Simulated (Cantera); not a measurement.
Input (Python, Cantera) and output of one run.

```python
import numpy as np
import cantera as ct

gas_names = """
    Cr CrN CrO CrO2 CrO3 H HNO HNO2 HNO3 HO2 H2 H2O H2O2 N NH NH2 NH3 NH2OH NO NO2 NO3 N2 N2H2 N2H4 N2O
    O OH O2 O3
""".split()
cond_names = """
    Cr(cr) Cr(L) CrN(s) Cr2N(s) Cr2O3(s) Cr2O3(L) H2O(s) H2O(L)
""".split()


# ... load() reads the species with a 1 bar reference pressure and builds the phases ...
atoms = {
    'Cr': {'Cr': 1},
    'H2O': {'H': 2, 'O': 1},
    'N2': {'N': 2},
}
top_T = {'CrN(s)': 1900, 'Cr2N(s)': 1900}  # K; cautious upper limits of use, not melting points


# ... equilibrate(T, P, feed) seeds the gas with the atoms and calls Mixture.equilibrate('TP', solver="vcs", rtol=1e-11, max_steps=5000) ...
results = []
T = 1850  # K
P = 1000  # Pa
for m in [0.38, 0.82, 1.8, 3.8, 8.3, 18, 39]:
    feed = {'Cr': 1, 'H2O': 5.5, 'N2': m}  # mol
    mix = equilibrate(T, P, feed)
    results.append((T, P, feed, dict(zip(mix.species_names, mix.species_moles))))

top = {s: max(r[3][s] / sum(r[3][g] for g in gas_names) for r in results) for s in gas_names}
cols = sorted((s for s in top if top[s] > 0.0001), key=lambda s: -top[s])[:6]
seen = [c for c in cond_names if any(r[3].get(c, 0) > 1e-12 for r in results)]
print("log10 of partial pressures in bar; condensed amounts in mol")
print(f"{'n(N2)':>10s}" + "".join(f"{s[:9]:>10s}" for s in cols + seen))
for T, P, feed, n in results:
    ng = sum(n[g] for g in gas_names)
    print(f"{feed['N2']:10.4g}" + "".join(f"{np.log10(max(n[s] / ng * P / 1e5, 1e-99)):10.3f}" for s in cols)
          + "".join(f"{n.get(c, 0):10.4g}" for c in seen))
```

It prints:

```
log10 of partial pressures in bar; condensed amounts in mol
     n(N2)        N2       H2O        H2         H        OH  Cr2O3(s)
      0.38    -3.190    -2.168    -2.596    -4.567    -5.271       0.5
      0.82    -2.888    -2.200    -2.627    -4.582    -5.286       0.5
       1.8    -2.609    -2.262    -2.690    -4.614    -5.317       0.5
       3.8    -2.389    -2.367    -2.795    -4.666    -5.370    0.4999
       8.3    -2.221    -2.539    -2.967    -4.752    -5.455    0.4999
        18    -2.116    -2.770    -3.199    -4.868    -5.571    0.4999
        39    -2.058    -3.048    -3.477    -5.007    -5.709    0.4997
```

Cantera equilibrium calculation (NASA polynomials, part measured and part estimated; ideal gas, pure solids and liquids).
